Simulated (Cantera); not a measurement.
Feed: 1 mol NiS, 7.5 mol H2, equilibrated at 1 atm.

Method: chemical equilibrium by Gibbs-energy minimisation in Cantera with the NASA 1993 tables (ideal gas, pure condensed phases). Candidate condensed phases: Ni, NiS, NiS2, Ni3S2, Ni3S4, S; 9 gas species. Gases not in the tables: S3 to S7. Rates play no part.

x: gas mole fraction; n: condensed amount in mol.

```
T (°C)   x H2   x H2S      x SH      x S2       x H  n Ni3S2(s)  n Ni3S2(l)
------  -----  ------  --------  --------  --------  ----------  ----------
352     0.956  0.0444  2.01e-12    <1e-12    <1e-12       0.333           0
452     0.956  0.0444  1.53e-10  3.36e-11    <1e-12       0.333           0
552     0.956  0.0444   4.13e-9   1.20e-9  7.70e-12       0.333           0
652     0.956  0.0444   5.49e-8   2.01e-8  2.53e-10       0.333           0
752     0.956  0.0444   4.42e-7   1.96e-7   4.23e-9       0.333           0
852     0.956  0.0444   2.46e-6   1.28e-6   4.32e-8           0       0.333
952     0.956  0.0444   1.04e-5   6.21e-6   3.03e-7           0       0.333
1052    0.956  0.0444   3.51e-5   2.37e-5   1.59e-6           0       0.333
1152    0.956  0.0442       ___       ___       ___           0       0.333
1252    0.956  0.0438  0.000246  0.000199   2.30e-5           0       0.333
1352    0.956  0.0429  0.000538  0.000462   6.85e-5           0       0.333
1452    0.956  0.0414       ___       ___       ___           0       0.333
1552    0.957  0.0391   0.00186   0.00166  0.000428           0       0.333
```

**Question.** What belongs in the gaps?

**Answer.** 
- 1452, x SH: 0.00105
- 1452, x S2: 0.000935
- 1452, x H: 0.000180
- 1152, x SH: 9.99e-5
- 1152, x S2: 7.44e-5
- 1152, x H: 6.62e-6
